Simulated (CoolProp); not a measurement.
A simple Rankine cycle with cyclohexane: condensing at 299.15 K, boiler at 3.04 MPa, turbine inlet 570.5 K, turbine efficiency 0.65, pump efficiency 0.8, no recuperator. Each further row changes one setting.

The numbers come from the reference Helmholtz-energy equation of state, Zhou 2014 in CoolProp.

| case | thermal efficiency (%) | net work (kJ/kg) | heat in (kJ/kg) | turbine exit temperature (K) | volume ratio over the turbine |
|---|---|---|---|---|---|
| as stated | 18.3 | 158 | 860 | ___ | 262 |
| turbine inlet 590.5 K | ___ | 166 | 919 | 501.4 | 250 |
| condensing temperature 291.15 K | ___ | 168 | 875 | ___ | 375 |
| boiler pressure 2.13 MPa | ___ | 154 | 882 | 490.4 | 164 |
| turbine efficiency 0.55 | ___ | ___ | 860 | 490.2 | 268 |

Question: Complete the blanks.

Answer: 
- as stated, turbine exit temperature (K): 478.8
- turbine inlet 590.5 K, thermal efficiency (%): 18.1
- condensing temperature 291.15 K, thermal efficiency (%): 19.2
- condensing temperature 291.15 K, turbine exit temperature (K): 474.0
- boiler pressure 2.13 MPa, thermal efficiency (%): 17.5
- turbine efficiency 0.55, thermal efficiency (%): 15.4
- turbine efficiency 0.55, net work (kJ/kg): 133
